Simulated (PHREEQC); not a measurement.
## Phosphoric acid bath

Solution (25 °C): 0.23 mol/kgw KH2PO4 and 5.4e-05 mol/kgw H4SiO4. Closed to the air; pH follows from the charge balance.

Equilibrium calculation in PHREEQC: ion-association model, wateq4f.dat.

Each row changes one thing in this solution. This is a speciation only: nothing precipitates in the calculation.

```csv
case,pH,ionic strength (mol/kgw),SI of Quartz (SiO2)
as made,4.39,0.231,-0.26
KH2PO4 from 0.23 to 0.207 mol/kgw,4.40,?,-0.26
diluted 10-fold with water,4.63,0.0231,-1.28
KH2PO4 left out,?,?,-0.29
diluted 100-fold with water,4.96,0.00233,-2.29
H4SiO4 from 5.4e-05 to 0.00054 mol/kgw,4.39,0.231,+0.74
KH2PO4 from 0.23 to 0.023 mol/kgw,4.63,0.0231,?
diluted 5-fold with water,?,0.0462,-0.98
```

### Question
Fill in the missing entries.

### Answer

- KH2PO4 from 0.23 to 0.207 mol/kgw, ionic strength (mol/kgw): 0.208
- KH2PO4 left out, pH: 6.87
- KH2PO4 left out, ionic strength (mol/kgw): 1.34e-7
- KH2PO4 from 0.23 to 0.023 mol/kgw, SI of Quartz (SiO2): -0.28
- diluted 5-fold with water, pH: 4.56

Some of these states are supersaturated (in Quartz (slow to form), Chalcedony (slow to form), for instance). H3PO4, which wateq4f.dat lacks, is added to it with the constant of phreeqc.dat.
